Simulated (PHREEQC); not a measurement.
Dissolve 1.1 mol/kgw LiCl and 0.028 mol/kgw K2SO4 at 20 °C. Closed to the air; pH follows from the charge balance.

All values are PHREEQC results (Pitzer model, pitzer.dat), not measurements.

No solid was allowed to form.

### Question
Predict the activity of water, density.

### Answer
activity of water 0.959; density 1.028 g/cm³.
